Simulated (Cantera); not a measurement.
## Equilibrium for hydrogen reduction and annealing atmospheres: Ta2O5 + H2 + H2O

A closed system holds: 1 mol Ta2O5, 270 mol H2, 0.21 mol H2O.

Equilibrium computed with Cantera from the NASA thermochemical tables; the gas is ideal and each condensed phase is pure. Candidate condensed phases: H2O, Ta, Ta2O5; 12 gas species. Mutual solubility and eutectic melting of coexisting phases are not modelled. Condensed phases not in the tables: N, O or C dissolved in the metal. Equilibrium is a limit: real reactors are often held back by kinetics, nucleation or transport.

### Question
Map the stable condensed phases over T = 877, 977, 1077, 1177, 1277, 1377, 1477, 1577, 1677, 1777 °C and P in Pa = 10, 68, 460, 3200, 22000, 150000, 1000000.

### Answer
```
T in °C \ P in Pa
              10      68     460    3200   22000  150000 1000000
   1777        A       B       C       C       C       C       C
   1677        B       C       C       C       C       C       C
   1577        B       C       C       C       C       C       C
   1477        B       B       B       B       B       B       B
   1377        B       B       B       B       B       B       B
   1277        B       B       B       B       B       B       B
   1177        B       B       B       B       B       B       B
   1077        B       B       B       B       B       B       B
    977        B       B       B       B       B       B       B
    877        B       B       B       B       B       B       B
```
A: gas only; B: Ta2O5; C: Ta + Ta2O5.
